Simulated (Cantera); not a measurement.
A perfectly stirred reactor is fed with CO : O2 : H2O : N2 = 0.0016 : 0.012 : 0.00037 : 1 (molar parts), equivalence ratio 0.067, at 1.01 bar; it is held at 1050 K, and followed from long to short residence time.

Computed with Cantera and GRI-Mech 3.0 (53 species, 325 reactions).

Problem. Predict: x(CO) at τ = 24.0 s; x(O2) at τ = 24.0 s; x(H2O) at τ = 24.0 s; x(H2O2) at τ = 24.0 s; x(H) at τ = 24.0 s; x(CO) at τ = 0.440 s; x(O2) at τ = 0.440 s; x(H2O) at τ = 0.440 s; x(H2O2) at τ = 0.440 s; x(H) at τ = 0.440 s.

Solution. 
```
Property                   Value
----------------------  --------
x(CO) at τ = 24.0 s     0.000114
x(O2) at τ = 24.0 s       0.0111
x(H2O) at τ = 24.0 s    0.000365
x(H2O2) at τ = 24.0 s    2.00e-9
x(H) at τ = 24.0 s       4.44e-9
x(CO) at τ = 0.440 s     0.00106
x(O2) at τ = 0.440 s      0.0116
x(H2O) at τ = 0.440 s   0.000364
x(H2O2) at τ = 0.440 s   1.63e-8
x(H) at τ = 0.440 s      7.43e-8
```
